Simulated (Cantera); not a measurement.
Input (Python, Cantera) and output of one run.

```python
import numpy as np
import cantera as ct

gas_names = """
    C CN CO CO2 C2 CCN CNC C2N2 C2O C3 C3O2 C4 C4N2 C5 N NCO NO NO2 NO3 N2 N2O O O2 O3 Si SiC SiC2 SiN
    SiO SiO2 Si2 Si2C Si2N Si3
""".split()
cond_names = """
    C(gr) Si(cr) Si(L) SiC(b) SiO2(Lqz) SiO2(hqz) SiO2(L) Si2N2O(s) Si3N4(a)
""".split()


# ... load() reads the species with a 1 bar reference pressure and builds the phases ...
atoms = {
    'Si3N4': {'Si': 3, 'N': 4},
    'CO2': {'C': 1, 'O': 2},
    'N2': {'N': 2},
}
top_T = {'C(gr)': 4500, 'SiC(b)': 3050, 'Si2N2O(s)': 2100, 'Si3N4(a)': 2400}  # K; cautious upper limits of use, not melting points


# ... equilibrate(T, P, feed) seeds the gas with the atoms and calls Mixture.equilibrate('TP', solver="vcs", rtol=1e-11, max_steps=5000) ...
results = []
feed = {'Si3N4': 1, 'CO2': 0.45, 'N2': 2.5}  # mol
T = 1825  # K
P = 13332.2  # Pa
mix = equilibrate(T, P, feed)
results.append((T, P, feed, dict(zip(mix.species_names, mix.species_moles))))
print(gas.report(threshold=0.001))
for i in range(1, mix.n_phases):
    print(f"{mix.phase(i).name:16s} {mix.phase_moles(i):12.5e} mol")
```

Output:

```
       temperature   1825 K
          pressure   13332 Pa
           density   0.024638 kg/m^3
  mean mol. weight   28.041 kg/kmol
   phase of matter   gas

                          1 kg             1 kmol
                     ---------------   ---------------
          enthalpy        1.7536e+06        4.9172e+07  J
   internal energy        1.2124e+06        3.3998e+07  J
           entropy            9483.5        2.6593e+05  J/K
    Gibbs function       -1.5554e+07       -4.3615e+08  J
 heat capacity c_p            1271.5             35655  J/K
 heat capacity c_v            975.01             27340  J/K

                      mass frac. Y      mole frac. X     chem. pot. / RT
                     ---------------   ---------------   ---------------
                CO         0.0044466         0.0044516           -42.108
                N2            0.9929           0.99386           -28.657
               SiO         0.0026421         0.0016806           -44.353
     [  +31 minor]        1.0162e-05        8.9049e-06

C(gr)             0.00000e+00 mol
Si(L)             0.00000e+00 mol
SiC(b)            4.36169e-01 mol
SiO2(L)           0.00000e+00 mol
Si2N2O(s)         8.80947e-01 mol
Si3N4(a)          2.65562e-01 mol
```

Cantera equilibrium calculation (NASA polynomials, part measured and part estimated; ideal gas, pure solids and liquids). Mutual solubility and eutectic melting of coexisting phases are not modelled.
